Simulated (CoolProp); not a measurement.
The numbers come from the reference Helmholtz-energy equation of state, Thol 2015 in CoolProp.

Question: For octamethylcyclotetrasiloxane (D4), give the phase and the cp (kJ/(kg K)), cv (kJ/(kg K)), isothermal compressibility (1/MPa), expansivity (1/kK) at 534.2 K and 3560 kPa; 595.5 K and 3560 kPa; 620 K and 3560 kPa.

Answer: 
- 534.2 K and 3560 kPa: liquid; cp 2.18, cv 1.90, isothermal compressibility 0.0163, expansivity 2.36
- 595.5 K and 3560 kPa: supercritical; cp 2.35, cv 2.02, isothermal compressibility 0.0524, expansivity 3.99
- 620 K and 3560 kPa: supercritical; cp 2.43, cv 2.07, isothermal compressibility 0.0962, expansivity 5.30
